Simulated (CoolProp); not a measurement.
Vapour-liquid equilibrium of CHF3 (R23) (1) + R11 (2) at 242.2 K; x and y are mole fractions of (1).

Computed with CoolProp (multi-fluid Helmholtz-energy mixture model, Penoncello 2003 and Jacobsen 1992; pair parameters Bell 2016).

| x | bubble pressure, mixture model (MPa) | bubble pressure, Raoult's law (MPa) | y, mixture model | y, Raoult's law |
|---|---|---|---|---|
| 0.05 | 0.1573 | 0.05704 | 0.944 | 0.855 |
| 0.125 | 0.3558 | 0.1295 | 0.975 | 0.941 |
| 0.2 | 0.5150 | 0.2020 | 0.982 | 0.966 |
| 0.275 | 0.6314 | 0.2745 | 0.986 | 0.977 |
| 0.35 | 0.7080 | 0.3470 | 0.987 | 0.984 |
| 0.425 | 0.7531 | 0.4195 | 0.988 | 0.988 |
| 0.5 | 0.7768 | 0.4920 | 0.989 | 0.991 |
| 0.575 | 0.7889 | 0.5645 | 0.989 | 0.993 |
| 0.65 | 0.7981 | 0.6370 | 0.989 | 0.995 |
| 0.725 | 0.8111 | 0.7095 | 0.990 | 0.997 |
| 0.8 | 0.8334 | 0.7820 | 0.990 | 0.998 |
| 0.875 | 0.8699 | 0.8545 | 0.992 | 0.999 |
| 0.95 | 0.9253 | 0.9270 | 0.996 | 1.000 |

The largest gap from Raoult's law is +175.8 % in bubble pressure, at x = 0.05. No azeotrope shows between x = 0.05 and 0.95.

The pair parameters rest on a limited set of measurements; away from them the model extrapolates. With so large a gap from Raoult's law the liquid may split in two, which this calculation doesn't test in full.
